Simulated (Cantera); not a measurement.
Input (Python, Cantera) and output of one run.

```python
import numpy as np
import cantera as ct

gas_names = """
    C CN CO CO2 C2 CCN CNC C2N2 C2O C3 C3O2 C4 C4N2 C5 N NCO NO NO2 NO3 N2 N2O O O2 O3 Si SiC SiC2 SiN
    SiO SiO2 Si2 Si2C Si2N Si3
""".split()
cond_names = """
    C(gr) Si(cr) Si(L) SiC(b) SiO2(Lqz) SiO2(hqz) SiO2(L) Si2N2O(s) Si3N4(a)
""".split()


def load(file, names, dense=False):
    # The tables refer to 1 bar. Condensed volumes are neglected.
    table = {s.name: s for s in ct.Species.list_from_file(file)}
    out = []
    for n in names:
        d = dict(table[n].input_data)
        d["thermo"] = dict(d["thermo"], **{"reference-pressure": 1e5})
        if dense:
            d["equation-of-state"] = {"model": "constant-volume", "density": "1e6 g/cm^3"}
        out.append(ct.Species.from_dict(d))
    return out


gas = ct.Solution(thermo="ideal-gas", species=load("nasa_gas.yaml", gas_names))
cond = {s.name: ct.Solution(thermo="fixed-stoichiometry", species=[s], name=s.name)
        for s in load("nasa_condensed.yaml", cond_names, dense=True)}
atoms = {
    'Si': {'Si': 1},
    'CO2': {'C': 1, 'O': 2},
    'N2': {'N': 2},
}
top_T = {'C(gr)': 4500, 'SiC(b)': 3050, 'Si2N2O(s)': 2100, 'Si3N4(a)': 2400}  # K; cautious upper limits of use, not melting points


def equilibrate(T, P, feed):
    n = {}
    for name, mol in feed.items():
        for a, k in atoms[name].items():
            n[a] = n.get(a, 0.0) + k * mol
    gas.TPX = T, P, n
    mass = sum(n.values()) * gas.mean_molecular_weight
    gas.equilibrate("TP")
    valid = [c for c in cond.values() if c.min_temp <= T <= top_T.get(c.name, c.max_temp)]
    mix = ct.Mixture([(gas, mass / gas.mean_molecular_weight)] + [(c, 0.0) for c in valid])
    mix.T, mix.P = T, P
    mix.equilibrate("TP", solver="vcs", rtol=1e-11, max_steps=5000)
    return mix


results = []
feed = {'Si': 1, 'CO2': 0.18, 'N2': 4.7}  # mol
P = 24  # Pa
for T in [1448, 1548, 1648, 1748, 1848, 1948, 2048]:
    mix = equilibrate(T, P, feed)
    results.append((T, P, feed, dict(zip(mix.species_names, mix.species_moles))))

top = {s: max(r[3][s] / sum(r[3][g] for g in gas_names) for r in results) for s in gas_names}
cols = sorted((s for s in top if top[s] > 0.0001), key=lambda s: -top[s])[:7]
seen = [c for c in cond_names if any(r[3].get(c, 0) > 1e-12 for r in results)]
print("log10 of partial pressures in bar; condensed amounts in mol")
print(f"{'T/K':>10s}" + "".join(f"{s[:9]:>10s}" for s in cols + seen))
for T, P, feed, n in results:
    ng = sum(n[g] for g in gas_names)
    print(f"{T:10.4g}" + "".join(f"{np.log10(max(n[s] / ng * P / 1e5, 1e-99)):10.3f}" for s in cols)
          + "".join(f"{n.get(c, 0):10.4g}" for c in seen))
```

It prints:

```
log10 of partial pressures in bar; condensed amounts in mol
       T/K        N2        Si       SiO        CO      Si2C       Si2      Si2N    Si(cr)     Si(L)    SiC(b) Si2N2O(s)  Si3N4(a)
      1448    -3.620    -9.311    -7.020    -7.119   -12.312   -13.148   -11.540         0         0    0.1786    0.3569   0.03525
      1548    -3.624    -7.700    -5.673    -6.763   -10.359   -10.651    -9.491         0         0    0.1769    0.3186   0.04907
      1648    -3.652    -6.589    -4.787    -6.141    -8.949    -9.066    -8.311    0.4847         0    0.1647         0         0
      1748    -3.655    -5.837    -4.802    -5.929    -7.935    -8.126    -7.717         0    0.4774    0.1548         0         0
      1848    -3.664    -5.203    -4.836    -5.690    -7.069    -7.360    -7.264         0     0.405    0.1339         0         0
      1948    -3.698    -4.634    -4.909    -5.518    -6.294    -6.674    -6.872         0   0.02416   0.09691         0         0
      2048    -3.715    -4.497    -5.108    -5.157    -6.387    -6.808    -7.264         0         0         0         0         0
```

Cantera equilibrium calculation (NASA polynomials, part measured and part estimated; ideal gas, pure solids and liquids). N2 is the only nitrogen source here; it is nearly inert below about 1500 K, so the nitride shown seldom forms there in practice. Mutual solubility and eutectic melting of coexisting phases are not modelled. The tables' values for SiN are old estimates; treat these amounts as uncertain.
